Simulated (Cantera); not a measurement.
A closed system holds: 1 mol Fe(CO)5, 5.1 mol H2, equilibrated at 1.00 bar.

Cantera equilibrium calculation (NASA polynomials, part measured and part estimated; ideal gas, pure solids and liquids). Candidate condensed phases: C, C6H6, C7H8, C8H18, Fe, Fe(CO)5, FeO, Fe(OH)2, Fe(OH)3, Fe2O3, Fe3O4, H2O; 114 gas species. Condensed phases not in the tables: cementite and carbon dissolved in iron. Equilibrium is a limit: real reactors are often held back by kinetics, nucleation or transport.

x: gas mole fraction; n: condensed amount in mol.

```csv
T (K),x H2,x CO,x H2O,x CO2,x CH4,x H,n C(graphite),n Fe(γ)
1198,0.498,0.487,0.00644,0.00461,0.00398,1.34e-7,0.0703,1.00
1248,0.500,0.491,(withheld),(withheld),(withheld),(withheld),(withheld),1.00
1298,0.501,0.493,0.00230,0.00129,0.00200,7.59e-7,0.0159,1.00
1348,0.502,0.494,0.00145,0.000727,0.00147,1.64e-6,0.00705,1.00
1398,0.503,0.494,(withheld),(withheld),(withheld),(withheld),(withheld),1.00
1448,0.503,0.495,0.000631,0.000262,0.000846,6.54e-6,0,1.00
1498,0.504,0.495,0.000459,0.000175,0.000624,1.22e-5,0,1.000
1548,0.504,0.495,0.000349,0.000123,0.000458,2.19e-5,0,1.000
1598,0.504,0.495,0.000271,8.89e-5,0.000341,3.78e-5,0,1.000
```

Task: Fill in the missing entries.

Result: 
- 1248, x H2O: 0.00378
- 1248, x CO2: 0.00238
- 1248, x CH4: 0.00279
- 1248, x H: 3.30e-7
- 1248, n C(graphite): 0.0337
- 1398, x H2O: 0.000942
- 1398, x CO2: 0.000428
- 1398, x CH4: 0.00111
- 1398, x H: 3.36e-6
- 1398, n C(graphite): 0.00263
